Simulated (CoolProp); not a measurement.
Computed with CoolProp (reference Helmholtz-energy equation of state, Lemmon 2022).

**Question.** Give the vapour pressure (kPa), liquid density (kg/m³), enthalpy of vaporisation (kJ/kg), vapour viscosity (µPa s) of saturated R1234yf at 284.1 K.

**Answer.** 
```
T (K)  p (kPa)  liquid density (kg/m³)  enthalpy of vaporisation (kJ/kg)  vapour viscosity (µPa s)
-----  -------  ----------------------  --------------------------------  ------------------------
284.1      451                    1140                               156                      11.9
```

Viscosity comes from a separate model (Bell 2016), an estimate that may be off by 10 % or more.
